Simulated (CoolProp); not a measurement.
The fluid at 361.64 K and 0.162 MPa expands adiabatically to 0.0235 MPa with isentropic efficiency 0.8. The same conditions are run with several fluids, on thermodynamics alone (safety and materials aside).

Values from CoolProp's reference Helmholtz-energy equation of state of each fluid (n-butane: Bücker 2006; carbon dioxide: Span 1996; n-perfluoropentane: Gao 2022; R1224YDZ: Akasaka 2023; R236EA: Rui 2013).

```
fluid               work (kJ/kg)  final temperature (K)  final density (kg/m³)
------------------  ------------  ---------------------  ---------------------
n-butane                    73.2                  321.0                  0.515
carbon dioxide               [?]                  260.8                    [?]
n-perfluoropentane          15.2                  342.8                   2.39
R1224YDZ                     [?]                    [?]                   1.30
R236EA                       [?]                  329.0                   1.31
```

Task: Complete the blanks.

Result: 
- carbon dioxide, work (kJ/kg): 85.7
- carbon dioxide, final density (kg/m³): 0.478
- R1224YDZ, work (kJ/kg): 28.8
- R1224YDZ, final temperature (K): 324.9
- R236EA, work (kJ/kg): 28.4
